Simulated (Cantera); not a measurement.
An isothermal, constant-pressure homogeneous reactor starts with 67.7 % H2, 15.4 % O2, 16.9 % N2, equivalence ratio 2.2, at 1350 K and 690 Torr.

Computed with Cantera and the H2/O2 subset of GRI-Mech 3.0, which has no nitrogen chemistry. The temperature is held fixed by assumption; the heat of reaction is taken as removed at once.

x: mole fraction; the columns are a selection and need not sum to one.

```json
[
 {"t (s)": "0.000300", "x H2": "0.431", "x O2": "7.21e-7", "x H2O": "0.362", "x H2O2": "(withheld)", "x H": "0.00743", "x OH": "0.000101"},
 {"t (s)": "0.000668", "x H2": "0.434", "x O2": "1.41e-7", "x H2O": "0.363", "x H2O2": "(withheld)", "x H": "0.00321", "x OH": "4.36e-5"},
 {"t (s)": "0.00149", "x H2": "0.435", "x O2": "2.92e-8", "x H2O": "0.363", "x H2O2": "(withheld)", "x H": "0.00142", "x OH": "1.92e-5"},
 {"t (s)": "0.00332", "x H2": "0.436", "x O2": "6.18e-9", "x H2O": "0.364", "x H2O2": "5.28e-10", "x H": "0.000630", "x OH": "8.53e-6"},
 {"t (s)": "0.00739", "x H2": "0.436", "x O2": "1.29e-9", "x H2O": "0.364", "x H2O2": "1.24e-10", "x H": "0.000282", "x OH": "3.81e-6"},
 {"t (s)": "0.0165", "x H2": "0.436", "x O2": "2.64e-10", "x H2O": "0.364", "x H2O2": "2.70e-11", "x H": "0.000126", "x OH": "1.71e-6"},
 {"t (s)": "0.0367", "x H2": "0.436", "x O2": "5.34e-11", "x H2O": "0.364", "x H2O2": "5.64e-12", "x H": "5.66e-5", "x OH": "7.66e-7"},
 {"t (s)": "0.0818", "x H2": "0.436", "x O2": "1.06e-11", "x H2O": "0.364", "x H2O2": "1.16e-12", "x H": "2.54e-5", "x OH": "3.44e-7"},
 {"t (s)": "0.182", "x H2": "0.436", "x O2": "2.11e-12", "x H2O": "0.364", "x H2O2": "<1e-12", "x H": "1.15e-5", "x OH": "1.55e-7"},
 {"t (s)": "0.406", "x H2": "0.436", "x O2": "<1e-12", "x H2O": "0.364", "x H2O2": "<1e-12", "x H": "5.29e-6", "x OH": "7.16e-8"},
 {"t (s)": "0.904", "x H2": "0.436", "x O2": "<1e-12", "x H2O": "0.364", "x H2O2": "<1e-12", "x H": "2.68e-6", "x OH": "3.62e-8"},
 {"t (s)": "2.01", "x H2": "0.436", "x O2": "<1e-12", "x H2O": "0.364", "x H2O2": "<1e-12", "x H": "1.79e-6", "x OH": "2.42e-8"},
 {"t (s)": "4.49", "x H2": "0.436", "x O2": "<1e-12", "x H2O": "0.364", "x H2O2": "<1e-12", "x H": "1.65e-6", "x OH": "2.24e-8"},
 {"t (s)": "10.0", "x H2": "0.436", "x O2": "<1e-12", "x H2O": "0.364", "x H2O2": "<1e-12", "x H": "1.65e-6", "x OH": "2.24e-8"}
]
```

### Question
Complete the blanks.

### Answer

- 0.000300, x H2O2: 1.89e-8
- 0.000668, x H2O2: 6.54e-9
- 0.00149, x H2O2: 2.00e-9
